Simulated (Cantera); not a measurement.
## Reactions in the system H-N-Si

Cantera with NASA thermochemical tables; ideal gases at 1 bar, condensed phases pure. Values are per mole of reaction as written; species without (g) are pure solids or liquids, kept so even where they would boil at 1 bar.

12 SiH₃(g) + 2 N₂(g) ⇌ 9 SiH₄(g) + Si₃N₄

```tsv
T (K)	ΔH° (kJ)	ΔS° (J/K)	ΔG° (kJ)	log10 K
525	-2952.4	-1037.7	-2407.6	239.54
600	-2952.2	-1037.4	-2329.8	202.82
675	-2951.5	-1036.2	-2252.0	174.27
750	-2950.2	-1034.5	-2174.4	151.43
825	-2948.5	-1032.3	-2096.9	132.76
900	-2946.3	-1029.7	-2019.5	117.21
975	-2943.7	-1026.9	-1942.4	104.06
```

4 NH₃(g) + 6 Si(g) ⇌ 3 SiH₄(g) + Si₃N₄

| T (K) | ΔH° (kJ) | ΔS° (J/K) | ΔG° (kJ) | log10 K |
|---|---|---|---|---|
| 525 | -3162.0 | -1063.3 | -2603.8 | 259.06 |
| 600 | -3161.0 | -1061.6 | -2524.1 | 219.74 |
| 675 | -3159.2 | -1058.7 | -2444.6 | 189.17 |
| 750 | -3156.6 | -1055.0 | -2365.3 | 164.73 |
| 825 | -3153.3 | -1050.9 | -2286.3 | 144.75 |
| 900 | -3149.4 | -1046.4 | -2207.7 | 128.13 |
| 975 | -3145.1 | -1041.8 | -2129.3 | 114.08 |
